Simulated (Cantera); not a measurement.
A perfectly stirred reactor is fed with CH3OH : O2 : N2 : H2O = 1 : 1.15 : 4.34 : 0.18 (molar parts), equivalence ratio 1.3, at 12800 Torr; it is adiabatic with a 473 K inlet, and is followed from long to short residence time, starting on the burning branch (τ in s: 0.025, 0.013, 0.0068, 0.0035, 0.0018, 0.00095, 0.00049, 0.00025, 0.00013, 6.9e-05, 3.6e-05).

Model: GRI-Mech 3.0 (53 species, 325 reactions), integrated in Cantera. GRI-Mech 3.0 was tuned for natural gas; its chemistry of methanol as a main component is partial and can be far from experiment. The pressure lies above the range GRI-Mech 3.0 was tuned for (to about 10 atm).

Question: What does this change do: N2 4.34 to 6.2 parts?

Answer: 
```
quantity                                                                          before                                   after
------------------------------------------------  --------------------------------------  --------------------------------------
blow-out, bracketed by the residence times tried  burning at 36.0 µs, the shortest tried  burning at 36.0 µs, the shortest tried
x(CH3OH) at τ = 25.0 ms                                                          1.60e-6                                 3.56e-6
x(O2) at τ = 25.0 ms                                                             5.86e-5                                 9.11e-5
x(H2O) at τ = 25.0 ms                                                              0.253                                   0.200
x(CH4) at τ = 25.0 ms                                                            1.96e-5                                 1.56e-5
x(HO2) at τ = 25.0 ms                                                            3.93e-8                                 1.76e-7
x(CH3OH) at τ = 0.950 ms                                                         1.36e-5                                 2.41e-5
x(O2) at τ = 0.950 ms                                                           0.000497                                0.000632
x(H2O) at τ = 0.950 ms                                                             0.252                                   0.200
x(CH4) at τ = 0.950 ms                                                           1.86e-5                                 3.12e-5
x(HO2) at τ = 0.950 ms                                                           1.12e-6                                 3.22e-6
```

Question: What does this change do: pressure from 12800 Torr to 2180 Torr?

Answer: 
```csv
quantity,before,after
"blow-out, bracketed by the residence times tried","burning at 36.0 µs, the shortest tried","burning at 36.0 µs, the shortest tried"
x(CH3OH) at τ = 25.0 ms,1.60e-6,2.28e-6
x(O2) at τ = 25.0 ms,5.86e-5,0.000199
x(H2O) at τ = 25.0 ms,0.253,0.251
x(CH4) at τ = 25.0 ms,1.96e-5,2.43e-6
x(HO2) at τ = 25.0 ms,3.93e-8,1.53e-7
x(CH3OH) at τ = 0.950 ms,1.36e-5,1.88e-5
x(O2) at τ = 0.950 ms,0.000497,0.00184
x(H2O) at τ = 0.950 ms,0.252,0.245
x(CH4) at τ = 0.950 ms,1.86e-5,5.61e-6
x(HO2) at τ = 0.950 ms,1.12e-6,2.34e-6
```

Question: What does this change do: inlet temperature 473 to 775 K?

Answer: 
```csv
quantity,before,after
"blow-out, bracketed by the residence times tried","burning at 36.0 µs, the shortest tried","burning at 36.0 µs, the shortest tried"
x(CH3OH) at τ = 25.0 ms,1.60e-6,4.93e-7
x(O2) at τ = 25.0 ms,5.86e-5,6.29e-5
x(H2O) at τ = 25.0 ms,0.253,0.254
x(CH4) at τ = 25.0 ms,1.96e-5,3.56e-6
x(HO2) at τ = 25.0 ms,3.93e-8,7.18e-8
x(CH3OH) at τ = 0.950 ms,1.36e-5,7.60e-6
x(O2) at τ = 0.950 ms,0.000497,0.000456
x(H2O) at τ = 0.950 ms,0.252,0.253
x(CH4) at τ = 0.950 ms,1.86e-5,1.44e-5
x(HO2) at τ = 0.950 ms,1.12e-6,6.32e-7
```
